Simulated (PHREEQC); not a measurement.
Synthetic water in mg/L, 55 °C, pH 6.49, pe 9.9:

| constituent | mg/L |
|---|---|
| Na | 855 |
| K | 8.27 |
| Ca | 97.7 |
| Mg | 55 |
| Cl | 539 |
| S(6) as SO4 | 911 |
| Alkalinity as HCO3 | 687 |
| Si as SiO2 | 8.88 |
| Li | 7.87 |

Na is adjusted to close the charge balance.
Valence states are taken as typed.

The numbers come from PHREEQC with the ion-association model, phreeqc.dat.

No solid was allowed to form.

Question: Order these Mg species by the share of Mg that they hold, largest first: Mg+2, MgSO4, MgHCO3+.

Answer: Mg+2 (56 %), MgSO4 (39 %), MgHCO3+ (4.2 %)

Question: Order these S species by the share of S that they hold, largest first: NaSO4-, LiSO4-, SO4-2, MgSO4, CaSO4.

Answer: SO4-2 (78 %), MgSO4 (9.4 %), NaSO4- (6.9 %), CaSO4 (5.8 %), LiSO4- (0.17 %)

The pH is 6.49 and the ionic strength 0.0521 mol/kgw. Species that the database lacks are ignored. Away from 25 °C the constants follow the database's enthalpies or fits; those with neither stay at their 25 °C values.
